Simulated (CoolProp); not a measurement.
Vapour-liquid equilibrium of ethane (1) + propylene (2) at 212.4 K; x and y are mole fractions of (1).

Model: multi-fluid Helmholtz-energy mixture model, Bücker 2006 and Lemmon 2013; pair parameters Bell 2016, in CoolProp.

```json
[
 {"x": "0.05", "bubble pressure, mixture model (bar)": "0.7066", "bubble pressure, Raoult's law (bar)": "0.6918", "y, mixture model": "0.275", "y, Raoult's law": "0.266"},
 {"x": "0.2", "bubble pressure, mixture model (bar)": "1.198", "bubble pressure, Raoult's law (bar)": "1.163", "y, mixture model": "0.630", "y, Raoult's law": "0.632"},
 {"x": "0.35", "bubble pressure, mixture model (bar)": "1.664", "bubble pressure, Raoult's law (bar)": "1.634", "y, mixture model": "0.777", "y, Raoult's law": "0.787"},
 {"x": "0.5", "bubble pressure, mixture model (bar)": "2.119", "bubble pressure, Raoult's law (bar)": "2.106", "y, mixture model": "0.860", "y, Raoult's law": "0.873"},
 {"x": "0.65", "bubble pressure, mixture model (bar)": "2.573", "bubble pressure, Raoult's law (bar)": "2.577", "y, mixture model": "0.916", "y, Raoult's law": "0.927"},
 {"x": "0.8", "bubble pressure, mixture model (bar)": "3.036", "bubble pressure, Raoult's law (bar)": "3.048", "y, mixture model": "0.957", "y, Raoult's law": "0.965"},
 {"x": "0.95", "bubble pressure, mixture model (bar)": "3.513", "bubble pressure, Raoult's law (bar)": "3.520", "y, mixture model": "0.990", "y, Raoult's law": "0.992"}
]
```

The largest gap from Raoult's law is +3.0 % in bubble pressure, at x = 0.2. No azeotrope shows between x = 0.05 and 0.95.

The pair parameters rest on a limited set of measurements; away from them the model extrapolates. The gap from Raoult's law changes sign with composition, which may be real or a fault of the pair parameters; it wasn't checked against measurements.
